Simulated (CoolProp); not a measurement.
Vapour-liquid equilibrium of carbon dioxide (1) + R124 (2) at 238.5 K; x and y are mole fractions of (1).

Computed with CoolProp (multi-fluid Helmholtz-energy mixture model, Span 1996 and de Vries 1995; pair parameters Bell 2016).

```tsv
x	bubble pressure (bar)	y at the bubble point	dew pressure at overall composition x (bar)	liquid density (mol/L)
0.05	0.9539	0.641	0.3699	11.63
0.15	2.063	0.844	0.4130	12.40
0.25	3.103	0.904	0.4671	13.25
0.35	4.129	0.934	0.5375	14.21
0.45	5.181	0.953	0.6326	___
0.55	___	0.967	0.7685	16.52
0.65	7.466	0.977	0.9781	17.92
0.75	8.729	0.985	1.344	19.54
0.85	10.07	0.992	2.137	21.42
0.95	11.47	0.998	___	23.63
```

Q: Some entries are withheld; supply them.

A: 
- 0.45, liquid density (mol/L): 15.29
- 0.55, bubble pressure (bar): 6.287
- 0.95, dew pressure at overall composition x (bar): 4.986

No azeotrope shows between x = 0.05 and 0.95.

The pair parameters rest on a limited set of measurements; away from them the model extrapolates. The gap from Raoult's law changes sign with composition, which may be real or a fault of the pair parameters; it wasn't checked against measurements.
